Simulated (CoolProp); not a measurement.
Vapour-liquid equilibrium of benzene (1) + n-nonane (2) at 185.45 °C; x and y are mole fractions of (1).

Values from CoolProp's multi-fluid Helmholtz-energy mixture model, Thol 2012 and Lemmon 2006; pair parameters Bell 2016.

| x | bubble pressure, mixture model (kPa) | bubble pressure, Raoult's law (kPa) | y, mixture model | y, Raoult's law |
|---|---|---|---|---|
| 0.05 | 290.1 | 278.6 | 0.214 | 0.203 |
| 0.15 | 395.1 | 368.1 | 0.458 | 0.460 |
| 0.25 | 491.1 | 457.7 | 0.596 | 0.617 |
| 0.35 | [?] | 547.2 | [?] | 0.722 |
| 0.45 | [?] | 636.7 | 0.756 | 0.798 |
| 0.55 | 747.1 | 726.3 | 0.811 | 0.855 |
| 0.65 | 828.6 | 815.8 | [?] | 0.900 |
| 0.75 | [?] | 905.3 | 0.902 | 0.935 |
| 0.85 | 996.1 | 994.8 | 0.943 | 0.965 |
| 0.95 | 1084 | 1084 | 0.981 | 0.989 |

Problem. What belongs in the gaps?

Solution. 
- 0.35, bubble pressure, mixture model (kPa): 580.4
- 0.35, y, mixture model: 0.688
- 0.45, bubble pressure, mixture model (kPa): 665.0
- 0.65, y, mixture model: 0.859
- 0.75, bubble pressure, mixture model (kPa): 911.2

The largest gap from Raoult's law is +7.3 % in bubble pressure, at x = 0.25. No azeotrope shows between x = 0.05 and 0.95.

Pair parameters are fitted to limited data, so mixtures are less certain than the pure fluids.
